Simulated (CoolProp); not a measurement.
Properties of dimethyl carbonate along the isobar 0.464 MPa.

Computed with CoolProp (reference Helmholtz-energy equation of state, Zhou 2011).

```
T (K)  phase  density (kg/m³)  Joule-Thomson coefficient (K/MPa)  expansivity (1/kK)  fugacity coefficient
-----  -----  ---------------  ---------------------------------  ------------------  --------------------
505.3    gas            10.43                              9.075               2.300                0.9557
511.7    gas            10.28                              8.736               2.257                0.9575
518      gas            10.13                              8.422               2.217                0.9591
524.3    gas            9.995                              8.127               2.178                0.9607
530.6    gas            9.860                              7.849               2.142                0.9621
536.9    gas            9.729                              7.587               2.106                0.9635
543.2    gas            9.602                              7.340               2.072                0.9649
549.5    gas            9.478                              7.106               2.040                0.9662
555.8    gas            9.358                              6.885               2.008                0.9674
562.1    gas            9.241                              6.676               1.978                0.9686
568.4    gas            9.128                              6.477               1.949                0.9697
574.8    gas            9.015                              6.285               1.921                0.9708
581.1    gas            8.908                              6.106               1.894                0.9718
587.4    gas            8.803                              5.935               1.867                0.9728
593.7    gas            8.700                              5.773               1.842                0.9737
600      gas            8.601                              5.618               1.818                0.9746
```
